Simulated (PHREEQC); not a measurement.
## Brine: an equilibrium model

Dissolve 1.3 mol/kgw H2SO4 and 1.5 mol/kgw NaCl at 25 °C. Closed to the air; pH follows from the charge balance.

The numbers come from PHREEQC with the Pitzer model, pitzer.dat.

Precipitation was switched off in this run.

What pH, ionic strength does the model give?

pH -0.54; ionic strength 3.32 mol/kgw.

In which forms is S present?

HSO4- 80 %, SO4-2 20 % of the S.

Complexes and solids missing from the database can't appear. In brines, pH and single-ion activities rest on the MacInnes convention.
